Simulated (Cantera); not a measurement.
Cantera run:

```python
import numpy as np
import cantera as ct

gas_names = """
    F FO FO2 F2 F2O O O2 O3 Si SiF SiF2 SiF3 SiF4 SiO SiO2 Si2 Si3
""".split()
cond_names = """
    Si(cr) Si(L) SiO2(Lqz) SiO2(hqz) SiO2(L)
""".split()


# ... load() reads the species with a 1 bar reference pressure and builds the phases ...
atoms = {
    'SiF4': {'Si': 1, 'F': 4},
    'O2': {'O': 2},
}
top_T = {}  # K; cautious upper limits of use, not melting points


# ... equilibrate(T, P, feed) seeds the gas with the atoms and calls Mixture.equilibrate('TP', solver="vcs", rtol=1e-11, max_steps=5000) ...
results = []
feed = {'SiF4': 1, 'O2': 3.8}  # mol
T = 573.15  # K
P = 1000  # Pa
mix = equilibrate(T, P, feed)
results.append((T, P, feed, dict(zip(mix.species_names, mix.species_moles))))
print(gas.report(threshold=1e-05))
for i in range(1, mix.n_phases):
    print(f"{mix.phase(i).name:16s} {mix.phase_moles(i):12.5e} mol")
```

Result:

```
       temperature   573.15 K
          pressure   1000 Pa
           density   0.0098658 kg/m^3
  mean mol. weight   47.015 kg/kmol
   phase of matter   gas

                          1 kg             1 kmol
                     ---------------   ---------------
          enthalpy       -6.9116e+06       -3.2495e+08  J
   internal energy       -7.0129e+06       -3.2971e+08  J
           entropy            6189.4        2.9099e+05  J/K
    Gibbs function       -1.0459e+07       -4.9173e+08  J
 heat capacity c_p            948.14             44576  J/K
 heat capacity c_v            771.29             36262  J/K

                      mass frac. Y      mole frac. X     chem. pot. / RT
                     ---------------   ---------------   ---------------
                O2            0.5388           0.79167           -30.139
              SiF4            0.4612           0.20833           -380.77
     [  +15 minor]        2.1971e-18        2.3102e-18

Si(cr)            0.00000e+00 mol
SiO2(Lqz)         1.40982e-20 mol
```

Cantera equilibrium calculation (NASA polynomials, part measured and part estimated; ideal gas, pure solids and liquids).
